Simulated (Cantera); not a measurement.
A closed system holds: 1 mol Al2O3, 3 mol HCl, 3.2 mol H2, at 1.00 bar.

Method: chemical equilibrium by Gibbs-energy minimisation in Cantera with the NASA 1993 tables (ideal gas, pure condensed phases). Candidate condensed phases: Al, AlCl3, Al2O3, H2O; 29 gas species. The numbers say what is thermodynamically allowed, not how fast it happens.

Problem. At 1173 K, list the 4 most abundant gas species with their mole fractions, and the condensed phases.

Solution. H2 0.516, HCl 0.483, H2O 0.000674, AlCl3 0.000449. Condensed: Al2O3(s).
